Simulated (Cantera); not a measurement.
Input (Python, Cantera) and output of one run.

```python
import numpy as np
import cantera as ct

gas_names = """
    H H2 Hg N NH NH2 NH3 N2 N2H2 N2H4
""".split()
cond_names = """
    Hg(cr) Hg(L)
""".split()


# ... load() reads the species with a 1 bar reference pressure and builds the phases ...
atoms = {
    'Hg': {'Hg': 1},
    'H2': {'H': 2},
    'N2': {'N': 2},
}
top_T = {}  # K; cautious upper limits of use, not melting points


# ... equilibrate(T, P, feed) seeds the gas with the atoms and calls Mixture.equilibrate('TP', solver="vcs", rtol=1e-11, max_steps=5000) ...
results = []
feed = {'Hg': 1, 'H2': 5.6, 'N2': 4.8}  # mol
T = 675  # K
P = 7700  # Pa
mix = equilibrate(T, P, feed)
results.append((T, P, feed, dict(zip(mix.species_names, mix.species_moles))))
print(gas.report(threshold=0.001))
for i in range(1, mix.n_phases):
    print(f"{mix.phase(i).name:16s} {mix.phase_moles(i):12.5e} mol")
```

It prints:

```
       temperature   675 K
          pressure   7700 Pa
           density   0.041693 kg/m^3
  mean mol. weight   30.388 kg/kmol
   phase of matter   gas

                          1 kg             1 kmol
                     ---------------   ---------------
          enthalpy        5.3242e+05        1.6179e+07  J
   internal energy        3.4773e+05        1.0567e+07  J
           entropy            6998.1        2.1266e+05  J/K
    Gibbs function       -4.1913e+06       -1.2737e+08  J
 heat capacity c_p            957.19             29087  J/K
 heat capacity c_v            683.58             20773  J/K

                      mass frac. Y      mole frac. X     chem. pot. / RT
                     ---------------   ---------------   ---------------
                H2          0.032574             0.491           -19.901
                Hg           0.57916          0.087739           -15.752
                N2           0.38814           0.42103           -27.388
     [   +7 minor]         0.0001261          0.000225

Hg(L)             0.00000e+00 mol
```

These are equilibrium values from Cantera (NASA tables, ideal gas, pure condensed phases), not measurements of a reactor.
